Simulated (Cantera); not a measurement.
# Transport properties of process gases

Gas mixture: 33.6 % CO, 43.1 % CH4, 23.3 % CH3OH, at 0.0267 bar, frozen composition.

Cantera's kinetic-theory transport with the Lennard-Jones parameters of GRI-Mech 3.0, ideal gas; thermal conductivity in the mixture-averaged form. Polar gases are described roughly by these parameters.

| T (K) | ρ (kg/m³) | cp (J/kg/K) | μ (µPa s) | λ (mW/m/K) | Pr | D (cm²/s) H | D (cm²/s) NH3 | D (cm²/s) CO2 |
|---|---|---|---|---|---|---|---|---|
| 400 | 0.0191 | 1652 | 16.5 | 37.8 | 0.720 | 69.7 | 13.2 | 9.57 |
| 500 | 0.0153 | 1846 | 19.8 | 50.0 | 0.729 | 104 | 20.2 | 14.4 |
| 600 | 0.0127 | 2044 | 22.8 | 62.9 | 0.741 | 143 | 28.4 | 20.0 |
| 700 | 0.0109 | 2228 | 25.7 | 76.1 | 0.751 | 187 | 37.6 | 26.3 |
| 800 | 0.00954 | 2391 | 28.3 | 89.3 | 0.759 | 235 | 47.9 | 33.2 |
| 900 | 0.00848 | 2537 | 30.9 | 102 | 0.766 | 287 | 59.2 | 40.8 |
| 1000 | 0.00763 | 2680 | 33.3 | 115 | 0.775 | 343 | 71.3 | 48.9 |
D: mixture-averaged diffusion coefficient of that species in the mixture.
